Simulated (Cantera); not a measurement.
Feed: 1 mol MgO, 0.063 mol SO₃, 0.76 mol CO₂, 0.17 mol H₂S, at 425 °C and 50.0 mbar.

These are equilibrium values from Cantera (NASA tables, ideal gas, pure condensed phases), not measurements of a reactor. Candidate condensed phases: C, C₆H₆, C₇H₈, C₈H₁₈, H₂O, H₂SO₄, Mg, MgCO₃, MgO, Mg(OH)₂, MgS, MgSO₄, S; 130 gas species. Gases not in the tables: S₃ to S₇. Equilibrium is a limit: real reactors are often held back by kinetics, nucleation or transport.

Base state: CO₂ 0.736, H₂O 0.115, S₂ 0.0606, H₂S 0.0497, SO₂ 0.0343, S₈ 0.00228, COS 0.00115, S₂O 0.000766 (mole fractions); condensed: MgO(s).

Problem. What changes in the equilibrium state with this change: CO₂ from 0.76 to 0.13 mol?

Solution. 
```csv
species,before,after
CO₂,0.736,0.338
H₂O,0.115,0.314
H₂S,0.0497,0.129
S₈,0.00228,0.0216
SO₂,0.0343,0.0885
S₂,0.0606,0.106
CO,4.29e-5,1.41e-5
S₂O,0.000766,0.00188
COS,0.00115,0.000504
H₂,6.44e-5,0.000126
"MgO(s), mol",1.00,1.00
```

Problem. What changes in the equilibrium state with this change: temperature from 425 °C to 727 °C?

Solution. 
| species | before | after |
|---|---|---|
| CO₂ | 0.736 | 0.713 |
| H₂O | 0.115 | 0.136 |
| S₂ | 0.0606 | 0.0829 |
| H₂S | 0.0497 | 0.0240 |
| CO | 4.29e-5 | 0.0100 |
| SO₂ | 0.0343 | 0.0285 |
| S₈ | 0.00228 | <1e-9 |
| SO | 2.29e-8 | 1.26e-5 |
| MgO(s), mol | 1.00 | 1.00 |

Problem. What changes in the equilibrium state with this change: SO₃ from 0.063 to 0.49 mol?

Solution. 
| species | before | after |
|---|---|---|
| CO₂ | 0.736 | 0.643 |
| SO₂ | 0.0343 | 0.160 |
| H₂O | 0.115 | 0.123 |
| H₂S | 0.0497 | 0.0211 |
| S₂ | 0.0606 | 0.0497 |
| COS | 0.00115 | 0.000402 |
| CO | 4.29e-5 | 1.65e-5 |
| S₈ | 0.00228 | 0.00103 |
| H₂ | 6.44e-5 | 3.02e-5 |
| MgO(s), mol | 1.00 | 0.685 |
| MgSO₄(s), mol | 0 | 0.315 |
